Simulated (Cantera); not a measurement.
An adiabatic, constant-pressure homogeneous reactor starts with 29.4 % H2, 7.35 % O2, 63.2 % N2, at 1273 K and 1.00 bar.

Cantera simulation using GRI-Mech 3.0 (53 species, 325 reactions); the numbers are that mechanism's predictions, not measurements.

Question: Predict: time of steepest temperature rise; temperature at 3.00 s; equilibrium temperature; x(H2) at 3.00 s; x(O2) at 3.00 s; x(N2O) at 3.00 s; x(NO) at 3.00 s; x(H2O2) at 3.00 s.

Answer: 
```
Quantity                                                             Value
---------------------------------  ---------------------------------------
time of steepest temperature rise                                  55.5 µs
temperature at 3.00 s                                               2302 K
equilibrium temperature                                             2302 K
x(H2) at 3.00 s                        0.157 (gas-phase equilibrium 0.157)
x(O2) at 3.00 s                    4.49e-6 (gas-phase equilibrium 4.49e-6)
x(N2O) at 3.00 s                   3.51e-9 (gas-phase equilibrium 3.51e-9)
x(NO) at 3.00 s                    6.80e-5 (gas-phase equilibrium 6.80e-5)
x(H2O2) at 3.00 s                  1.48e-9 (gas-phase equilibrium 1.48e-9)
```
